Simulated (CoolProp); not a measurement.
Properties of n-decane along the isobar 0.101 MPa (Tc = 617.7 K, pc = 2.101 MPa, ω = 0.488).

Model: reference Helmholtz-energy equation of state, Lemmon 2006, in CoolProp. It is a short technical equation, of lower accuracy than the large ones.

```json
[
 {"T (K)": "276.1", "phase": "liquid", "Z": "0.008418", "isothermal compressibility (1/MPa)": "0.0009601", "fugacity coefficient": "0.0003376"},
 {"T (K)": "283.8", "phase": "liquid", "Z": "0.008256", "isothermal compressibility (1/MPa)": "0.001012", "fugacity coefficient": "0.0006302"},
 {"T (K)": "291.5", "phase": "liquid", "Z": "0.008103", "isothermal compressibility (1/MPa)": "0.001068", "fugacity coefficient": "0.001130"},
 {"T (K)": "299.2", "phase": "liquid", "Z": "0.007960", "isothermal compressibility (1/MPa)": "0.001127", "fugacity coefficient": "0.001955"},
 {"T (K)": "306.9", "phase": "liquid", "Z": "0.007825", "isothermal compressibility (1/MPa)": "0.001190", "fugacity coefficient": "0.003269"},
 {"T (K)": "314.5", "phase": "liquid", "Z": "0.007699", "isothermal compressibility (1/MPa)": "0.001257", "fugacity coefficient": "0.005268"},
 {"T (K)": "322.2", "phase": "liquid", "Z": "0.007579", "isothermal compressibility (1/MPa)": "0.001329", "fugacity coefficient": "0.008304"},
 {"T (K)": "329.9", "phase": "liquid", "Z": "0.007465", "isothermal compressibility (1/MPa)": "0.001407", "fugacity coefficient": "0.01275"},
 {"T (K)": "337.6", "phase": "liquid", "Z": "0.007358", "isothermal compressibility (1/MPa)": "0.001490", "fugacity coefficient": "0.01910"},
 {"T (K)": "345.3", "phase": "liquid", "Z": "0.007257", "isothermal compressibility (1/MPa)": "0.001580", "fugacity coefficient": "0.02797"},
 {"T (K)": "353", "phase": "liquid", "Z": "0.007162", "isothermal compressibility (1/MPa)": "0.001677", "fugacity coefficient": "0.04011"},
 {"T (K)": "360.6", "phase": "liquid", "Z": "0.007074", "isothermal compressibility (1/MPa)": "0.001780", "fugacity coefficient": "0.05617"},
 {"T (K)": "368.3", "phase": "liquid", "Z": "0.006990", "isothermal compressibility (1/MPa)": "0.001894", "fugacity coefficient": "0.07758"},
 {"T (K)": "376", "phase": "liquid", "Z": "0.006911", "isothermal compressibility (1/MPa)": "0.002017", "fugacity coefficient": "0.1053"}
]
```
